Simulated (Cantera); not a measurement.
A perfectly stirred reactor is fed with N2O : N2 = 1 : 0.18 (molar parts), at 0.132 atm; it is held at 1500 K, and followed from long to short residence time.

Computed with Cantera and GRI-Mech 3.0 (53 species, 325 reactions). GRI-Mech 3.0 was tuned for natural gas; its chemistry of N2O as a main component is partial and can be far from experiment. The temperature is held fixed by assumption; the heat of reaction is taken as removed at once.

Question: What does this change do: 0.0043 parts H2O added?

Answer: 
| quantity | before | after |
|---|---|---|
| x(N2O) at τ = 22.0 s | 0.00527 | 0.00511 |
| x(NO2) at τ = 22.0 s | 9.47e-5 | 9.14e-5 |
| x(O2) at τ = 22.0 s | 0.258 | 0.259 |
| x(NO) at τ = 22.0 s | 0.0749 | 0.0711 |
| x(N2) at τ = 22.0 s | 0.661 | 0.662 |
| x(N2O) at τ = 62.0 ms | 0.510 | 0.505 |
| x(NO2) at τ = 62.0 ms | 5.12e-5 | 0.000249 |
| x(O2) at τ = 62.0 ms | 0.0893 | 0.0917 |
| x(NO) at τ = 62.0 ms | 0.0583 | 0.0550 |
| x(N2) at τ = 62.0 ms | 0.342 | 0.345 |

Question: What does this change do: pressure from 0.132 atm to 0.00740 atm?

Answer: 
| quantity | before | after |
|---|---|---|
| x(N2O) at τ = 22.0 s | 0.00527 | 0.0592 |
| x(NO2) at τ = 22.0 s | 9.47e-5 | 2.50e-5 |
| x(O2) at τ = 22.0 s | 0.258 | 0.209 |
| x(NO) at τ = 22.0 s | 0.0749 | 0.136 |
| x(N2) at τ = 22.0 s | 0.661 | 0.596 |
| x(N2O) at τ = 62.0 ms | 0.510 | 0.817 |
| x(NO2) at τ = 62.0 ms | 5.12e-5 | 1.54e-7 |
| x(O2) at τ = 62.0 ms | 0.0893 | 0.00810 |
| x(NO) at τ = 62.0 ms | 0.0583 | 0.00534 |
| x(N2) at τ = 62.0 ms | 0.342 | 0.170 |
Radical loss at walls, strong at low pressure, is not modelled.
